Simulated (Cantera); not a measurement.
An adiabatic, constant-pressure homogeneous reactor starts with CH4 : O2 : N2 : H2O = 1 : 2.3 : 8.64 : 3 (molar parts), at 1775 K and 3.70 bar.

Detailed kinetics in Cantera: GRI-Mech 3.0 (53 species, 325 reactions).

**Question.** Predict: time of steepest temperature rise; temperature at 0.600 s; equilibrium temperature; x(O2) at 0.600 s; x(H2O) at 0.600 s; x(NO) at 0.600 s.

**Answer.** 
- time of steepest temperature rise = 49.5 µs
- temperature at 0.600 s = 2694 K
- equilibrium temperature = 2694 K
- x(O2) at 0.600 s = 0.0248 (gas-phase equilibrium 0.0248)
- x(H2O) at 0.600 s = 0.301 (gas-phase equilibrium 0.301)
- x(NO) at 0.600 s = 0.00916 (gas-phase equilibrium 0.00916)
